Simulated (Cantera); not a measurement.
# Adiabatic ignition

An adiabatic, constant-pressure homogeneous reactor starts with CH₃OH : O₂ : N₂ = 1 : 2.73 : 10.3 (molar parts), equivalence ratio 0.55, at 1800 K and 0.632 atm.

Cantera simulation using GRI-Mech 3.0 (53 species, 325 reactions); the numbers are that mechanism's predictions, not measurements. GRI-Mech 3.0 was tuned for natural gas; its chemistry of methanol as a main component is partial and can be far from experiment.

| t (s) | T (K) | x CH₃OH | x O₂ | x H₂O | x NO | x C₂H₂ |
|---|---|---|---|---|---|---|
| 6.00e-6 | 1800 | 0.0696 | 0.193 | 0.000774 | 3.87e-11 | 7.76e-9 |
| 2.58e-5 | 1837 | 0.0525 | 0.183 | 0.0130 | 6.38e-10 | 9.38e-8 |
| 0.000111 | 2316 | <1e-12 | 0.0858 | 0.101 | 4.73e-5 | <1e-12 |
| 0.000476 | 2568 | <1e-12 | 0.0844 | 0.114 | 0.000704 | <1e-12 |
| 0.00205 | 2624 | <1e-12 | 0.0824 | 0.117 | 0.00418 | <1e-12 |
| 0.00880 | 2615 | <1e-12 | 0.0785 | 0.118 | 0.0125 | <1e-12 |
| 0.0378 | 2612 | <1e-12 | 0.0771 | 0.118 | 0.0157 | <1e-12 |
| 0.162 | 2612 | <1e-12 | 0.0771 | 0.118 | 0.0157 | <1e-12 |
| 0.698 | 2612 | <1e-12 | 0.0771 | 0.118 | 0.0157 | <1e-12 |
| 3.00 | 2612 | <1e-12 | 0.0771 | 0.118 | 0.0157 | <1e-12 |
x: mole fraction; the columns are a selection and need not sum to one.

| Property | Value |
|---|---|
| time of steepest temperature rise | 51.7 µs |
| temperature at 3.00 s | 2612 K |
| equilibrium temperature | 2612 K |
| x(CH₃OH) at 3.00 s | <1e-12 (gas-phase equilibrium <1e-12) |
| x(O₂) at 3.00 s | 0.0771 (gas-phase equilibrium 0.0771) |
| x(H₂O) at 3.00 s | 0.118 (gas-phase equilibrium 0.118) |
